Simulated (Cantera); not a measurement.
Input: 1 mol SiHCl₃, 1.3 mol HCl, 27 mol H₂, 0.064 mol Cl₂, at 1425 K and 1000 Pa.

Cantera equilibrium calculation (NASA polynomials, part measured and part estimated; ideal gas, pure solids and liquids). Candidate condensed phases: Si; 19 gas species. The tables' values for SiCl₃ are old estimates; treat these amounts as uncertain. The numbers say what is thermodynamically allowed, not how fast it happens.

Base state: H₂ 0.884, HCl 0.0884, SiCl₂ 0.0267, SiCl₃ 0.00104, SiCl₄ 0.000159, SiHCl₃ 0.000125, H 6.41e-5, SiH₂Cl₂ 1.49e-5 (mole fractions); condensed: Si(s).

Problem. What changes in the equilibrium state with this change: pressure from 1000 Pa to 13300 Pa?

Solution. 
```csv
species,before,after
H₂,0.884,0.890
HCl,0.0884,0.0818
SiCl₂,0.0267,0.0227
SiH₂Cl₂,1.49e-5,0.000170
SiHCl₃,0.000125,0.00131
SiCl₄,0.000159,0.00154
H,6.41e-5,1.76e-5
SiCl₃,0.00104,0.00298
"Si(s), mol",0.149,0.133
```
